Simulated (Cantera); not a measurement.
Input: 1 mol Nb, 11 mol N2O, 6.3 mol N2, held at 800 K and 10.0 mbar.

These are equilibrium values from Cantera (NASA tables, ideal gas, pure condensed phases), not measurements of a reactor. Candidate condensed phases: Nb, NbO, NbO2, Nb2O5; 12 gas species. Condensed phases not in the tables: the oxides between NbO2 and Nb2O5. Rates play no part.

Base state: N2 0.803, O2 0.197 (mole fractions); condensed: Nb2O5(s).

**Question.** What changes in the equilibrium state with this change: temperature from 800 K to 2323 K?

**Answer.** 
```json
[
 {"species": "N2", "before": "0.803", "after": "0.782"},
 {"species": "O2", "before": "0.197", "after": "0.176"},
 {"species": "O", "before": "<1e-9", "after": "0.0238"},
 {"species": "NO", "before": "1.96e-6", "after": "0.0150"},
 {"species": "NbO2", "before": "<1e-9", "after": "0.00330"},
 {"species": "Nb2O5(s), mol", "before": "0.500", "after": "0"},
 {"species": "Nb2O5(l), mol", "before": "0", "after": "0.464"}
]
```
